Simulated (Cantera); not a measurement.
Catalytic combustion on Pt

An isothermal plug-flow reactor at 725 K and 0.987 atm (inlet), inlet velocity 0.18 m/s, active area per volume 1600 1/m; feed CO : O₂ : N₂ : H₂O = 0.034 : 0.2 : 0.79 : 0.035 (molar parts).

Computed with Cantera and Deutschmann's 1995 Pt surface mechanism with GRI-Mech 3.0 gas chemistry. Catalytic surfaces can have several steady states; this one follows from the mechanism file's or the stated starting coverage. Mass transfer to the wall is taken as infinitely fast.

```
z (m)       x CO   x O₂   x H₂O    x CO₂  θ free Pt    θ O*     θ OH*     θ CO*
-------  -------  -----  ------  -------  ---------  ------  --------  --------
4.9e-05   0.0290  0.188  0.0331  0.00315     0.0483  0.0187  0.000905     0.932
8.6e-05   0.0263  0.186  0.0331  0.00590     0.0519  0.0217   0.00101     0.925
0.00015   0.0202  0.184  0.0332   0.0121     0.0647  0.0342   0.00142     0.900
0.00027  0.00880  0.179  0.0334   0.0237     0.0213   0.971   0.00435   0.00285
0.00049  0.00725  0.179  0.0335   0.0253     0.0158   0.979   0.00377   0.00128
0.00086  0.00586  0.178  0.0335   0.0267     0.0134   0.982   0.00347  0.000742
0.0015   0.00444  0.177  0.0335   0.0281     0.0118   0.984   0.00327  0.000437
0.0027   0.00293  0.177  0.0335   0.0296     0.0107   0.986   0.00311  0.000234
0.0049   0.00156  0.176  0.0336   0.0310    0.00984   0.987   0.00299  0.000106
```
x: gas mole fraction; θ: surface coverage.
